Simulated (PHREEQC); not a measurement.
## Hard or scaling water (model solution)

Dissolve 0.0078 mol CaCl2 and 0.00074 mol NaF per kg of water at 80 °C. Closed to the air; pH follows from the charge balance.

Computed with PHREEQC (ion-association model, phreeqc.dat).

No solid was allowed to form.

**Question.** What pH, specific conductance does the model give?

**Answer.** pH 6.55; specific conductance 4700 µS/cm.

The solution is supersaturated, for example in Fluorite, so a real one may precipitate; this is no full list. Complexes and solids missing from the database can't appear. At this temperature some constants are extrapolated from 25 °C, and those without enthalpy data are left unchanged.
